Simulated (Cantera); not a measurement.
Input (Python, Cantera) and output of one run.

```python
import numpy as np
import cantera as ct

gas_names = """
    F FO FO2 F2 F2O O O2 O3 Si SiF SiF2 SiF3 SiF4 SiO SiO2 Si2 Si3
""".split()
cond_names = """
    Si(cr) Si(L) SiO2(Lqz) SiO2(hqz) SiO2(L)
""".split()


# ... load() reads the species with a 1 bar reference pressure and builds the phases ...
atoms = {
    'SiF4': {'Si': 1, 'F': 4},
    'O3': {'O': 3},
}
top_T = {}  # K; cautious upper limits of use, not melting points


# ... equilibrate(T, P, feed) seeds the gas with the atoms and calls Mixture.equilibrate('TP', solver="vcs", rtol=1e-11, max_steps=5000) ...
results = []
feed = {'SiF4': 1, 'O3': 0.4}  # mol
T = 1573.15  # K
P = 1333.22  # Pa
mix = equilibrate(T, P, feed)
results.append((T, P, feed, dict(zip(mix.species_names, mix.species_moles))))
print(gas.report(threshold=1e-06))
for i in range(1, mix.n_phases):
    print(f"{mix.phase(i).name:16s} {mix.phase_moles(i):12.5e} mol")
```

It prints:

```
       temperature   1573.2 K
          pressure   1333.2 Pa
           density   0.0078532 kg/m^3
  mean mol. weight   77.045 kg/kmol
   phase of matter   gas

                          1 kg             1 kmol
                     ---------------   ---------------
          enthalpy       -1.1874e+07       -9.1485e+08  J
   internal energy       -1.2044e+07       -9.2793e+08  J
           entropy            5366.3        4.1345e+05  J/K
    Gibbs function       -2.0316e+07       -1.5653e+09  J
 heat capacity c_p            1035.3             79764  J/K
 heat capacity c_v            927.37             71450  J/K

                      mass frac. Y      mole frac. X     chem. pot. / RT
                     ---------------   ---------------   ---------------
                 F        2.8274e-06        1.1466e-05           -30.974
                 O        1.1524e-05        5.5495e-05           -16.619
                O2           0.15572           0.37496           -33.238
              SiF3        6.8341e-06        6.1887e-06           -140.56
              SiF4           0.84425           0.62497           -171.54
     [  +12 minor]        1.4181e-09        1.9747e-09

Si(cr)            0.00000e+00 mol
SiO2(hqz)         2.10873e-06 mol
```

Equilibrium computed with Cantera from the NASA thermochemical tables; the gas is ideal and each condensed phase is pure.
